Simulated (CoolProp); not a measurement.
A single-stage vapour-compression cycle with propane: evaporating at 228.15 K (dew point), condensing at 297.15 K (bubble point), superheat 5 K, subcooling 2 K, compressor efficiency 0.8, no pressure losses. Each further row changes one setting.

Values from CoolProp's reference Helmholtz-energy equation of state, Lemmon 2009.

| case | cooling COP | pressure ratio | discharge temperature (K) | refrigerating effect (kJ/kg) | volumetric capacity (kJ/m³) |
|---|---|---|---|---|---|
| as stated | 1.94 | 10.4 | 332.6 | 273 | 570 |
| evaporating temperature 233.15 K | 2.19 | … | … | … | … |
| condensing temperature 292.15 K | 2.17 | 9.15 | 326.7 | 286 | 598 |
| subcooling 7 K | 2.03 | 10.4 | 332.6 | 286 | 598 |
| superheat 15 K | 1.95 | 10.4 | 343.0 | 287 | 574 |
| compressor efficiency 0.7 | 1.70 | 10.4 | 342.5 | 273 | 570 |

Question: Fill in the missing entries.

Answer: 
- evaporating temperature 233.15 K, pressure ratio: 8.35
- evaporating temperature 233.15 K, discharge temperature (K): 328.9
- evaporating temperature 233.15 K, refrigerating effect (kJ/kg): 279
- evaporating temperature 233.15 K, volumetric capacity (kJ/m³): 716
